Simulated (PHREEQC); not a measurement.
Consider water at 20 °C with 0.0054 mol/kgw Pb(NO3)2, 1.4e-05 mol/kgw PbCl2 and 0.0059 mol/kgw NaHSO4. Closed to the air; pH follows from the charge balance.

Computed with PHREEQC (ion-association model, phreeqc.dat).

No solid was allowed to form.

Q: Predict the pH, specific conductance, ionic strength.

A: pH 2.35; specific conductance 3010 µS/cm; ionic strength 0.0243 mol/kgw.

Q: In which forms is N present?

A: NO3- 97 %, PbNO3+ 2.6 % of the N.

Saturation is exceeded, for instance for Anglesite; the values hold only as long as no solid forms. Complexes and solids missing from the database can't appear.
